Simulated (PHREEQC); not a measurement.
Make-up at 25 °C: 5.6 mmol/kgw CO2. Closed to the air; pH follows from the charge balance.

Model: ion-association model, wateq4f.dat, run in PHREEQC.

```
quantity                   before    after
------------------------  -------  -------
pH                           4.30     4.66
ionic strength (mol/kgw)  5.01e-5  2.22e-5
HCO3- (mol/kgw)           5.01e-5  2.22e-5
```

### Question
Name the change that produced these shifts.
A. 0.00076 mol/kgw (NH4)2SiF6 added
B. CO2 from 0.0056 to 0.028 mol/kgw
C. diluted 5-fold with water

### Answer
C, diluted 5-fold with water

This is a speciation only: nothing precipitates in the calculation.
